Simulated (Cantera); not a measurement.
Input: 1 mol B₂O₃, 7.4 mol NF₃, 44 mol H₂, at 1575 °C and 0.100 bar.

Cantera equilibrium calculation (NASA polynomials, part measured and part estimated; ideal gas, pure solids and liquids). Candidate condensed phases: B, BN, B₂O₃, B₃O₃H₃, H₂O; 62 gas species. The tables' values for BF₂ are old estimates; treat these amounts as uncertain. Equilibrium is a limit: real reactors are often held back by kinetics, nucleation or transport.

Base state: H₂ 0.551, HF 0.331, N₂ 0.0621, BOF 0.0286, H₂O 0.0204, BF₃ 0.00414, H 0.00125, HBO₂ 0.000682 (mole fractions); condensed: gas only.

### Question
What changes in the equilibrium state with this change: pressure from 0.100 bar to 0.0100 bar?

### Answer
| species | before | after |
|---|---|---|
| H₂ | 0.551 | 0.547 |
| HF | 0.331 | 0.337 |
| N₂ | 0.0621 | 0.0618 |
| H₂O | 0.0204 | 0.0167 |
| BOF | 0.0286 | 0.0321 |
| BHF₂ | 3.29e-5 | 4.54e-6 |
| BF₃ | 0.00414 | 0.000585 |
| H | 0.00125 | 0.00392 |
| BF₂ | 8.72e-5 | 3.82e-5 |
| HBO₂ | 0.000682 | 0.000618 |

### Question
What changes in the equilibrium state with this change: H₂ from 44 to 10 mol?

### Answer
| species | before | after |
|---|---|---|
| HF | 0.331 | 0.731 |
| N₂ | 0.0621 | 0.144 |
| BOF | 0.0286 | 0.0485 |
| H₂ | 0.551 | 4.39e-5 |
| O₂ | <1e-9 | 0.0210 |
| BF₃ | 0.00414 | 0.0289 |
| H₂O | 0.0204 | 0.0241 |
| NO | 2.90e-8 | 0.000659 |
| HBO | 5.79e-5 | 3.55e-9 |
